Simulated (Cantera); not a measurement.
Input: 1 mol V, 0.78 mol N2O, equilibrated at 0.00133 bar.

Method: chemical equilibrium by Gibbs-energy minimisation in Cantera with the NASA 1993 tables (ideal gas, pure condensed phases). Candidate condensed phases: V, VN, VO, V2O3, V2O4, V2O5; 13 gas species. Each liquid is taken as pure. Mutual solubility and eutectic melting of coexisting phases are not modelled. VN, VO: taken at fixed stoichiometry. Condensed phases not in the tables: solid solutions among these carbides, nitrides and lower oxides, V2N, N, O or C dissolved in the metal. The numbers say what is thermodynamically allowed, not how fast it happens.

x: gas mole fraction; n: condensed amount in mol.

```csv
T (K),x N2,x V,x VO,x VO2,n VN(s),n VO(s),n V(s),n VO(l),n V(l)
1748,1.000,4.35e-6,1.62e-5,?,0.220,0.780,0,0,0
1798,1.000,1.71e-5,4.39e-5,?,0.220,0.780,0,0,0
1848,1.000,6.21e-5,0.000113,?,0.220,0.780,0,0,0
1898,0.999,0.000211,0.000275,?,0.220,0.780,0,0,0
1948,0.999,0.000671,0.000637,?,0.220,0.780,0,0,0
1998,0.997,0.00168,0.00141,?,0,0.779,0.219,0,0
2048,0.993,0.00351,0.00300,?,0,0.777,0.217,0,0
2098,0.987,0.00709,0.00583,?,0,0,0.215,0.775,0
2148,0.975,0.0138,0.0107,?,0,0,0.210,0.770,0
2198,0.953,0.0260,0.0191,?,0,0,0,0.762,0.200
```

### Question
Some entries are withheld; supply them.

### Answer

- 1748, x VO2: 3.95e-6
- 1798, x VO2: 8.01e-6
- 1848, x VO2: 1.56e-5
- 1898, x VO2: 2.91e-5
- 1948, x VO2: 5.25e-5
- 1998, x VO2: 0.000110
- 2048, x VO2: 0.000252
- 2098, x VO2: 0.000499
- 2148, x VO2: 0.000913
- 2198, x VO2: 0.00163
